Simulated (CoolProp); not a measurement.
Values from CoolProp's reference Helmholtz-energy equation of state, Bücker 2006.

### Question
Give the vapour pressure (MPa), liquid density (kg/m³), vapour density (kg/m³), liquid cp (kJ/(kg K)) of saturated n-butane at 9.45, 118.25 °C.

### Answer
```tsv
T (°C)	p (MPa)	liquid density (kg/m³)	vapour density (kg/m³)	liquid cp (kJ/(kg K))
9.45	0.146	590	3.80	2.36
118.25	2.15	430	59.4	3.50
```
